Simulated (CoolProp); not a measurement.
The numbers come from the reference Helmholtz-energy equation of state, Lemmon 2000 in CoolProp. It is a pseudo-pure fit of the blend.

Problem. For dry air, give the phase and the density (kg/m³), cp (kJ/(kg K)), speed of sound (m/s), Joule-Thomson coefficient (K/MPa) at -124.15 °C and 1.89 MPa; -124.15 °C and 18.9 MPa.

Solution. 
- -124.15 °C and 1.89 MPa: gas; density 50.6, cp 1.26, speed of sound 231, Joule-Thomson coefficient 8.08
- -124.15 °C and 18.9 MPa: supercritical; density 619, cp 1.99, speed of sound 526, Joule-Thomson coefficient 0.135
